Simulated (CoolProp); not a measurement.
Properties of dodecamethylcyclohexasiloxane (D6) along the isotherm 404.8 K (Tc = 645.8 K, pc = 9.614 bar, ω = 0.736).

Computed with CoolProp (reference Helmholtz-energy equation of state, Colonna 2008). It is a short technical equation, of lower accuracy than the large ones.

```tsv
p (bar)	phase	Z	isothermal compressibility (1/MPa)	expansivity (1/kK)	fugacity coefficient
0.401	liquid	0.006242	0.005216	1.361	0.07797
0.801	liquid	0.01247	0.005207	1.359	0.03928
1.2	liquid	0.01867	0.005198	1.358	0.02638
1.6	liquid	0.02489	0.005189	1.356	0.01991
2	liquid	0.03111	0.005180	1.354	0.01603
2.4	liquid	0.03732	0.005171	1.353	0.01344
2.8	liquid	0.04353	0.005162	1.351	0.01159
3.2	liquid	0.04974	0.005153	1.350	0.01020
3.61	liquid	0.05610	0.005144	1.348	0.009104
4.01	liquid	0.06231	0.005135	1.347	0.008247
4.41	liquid	0.06851	0.005127	1.345	0.007545
4.81	liquid	0.07471	0.005118	1.344	0.006961
```
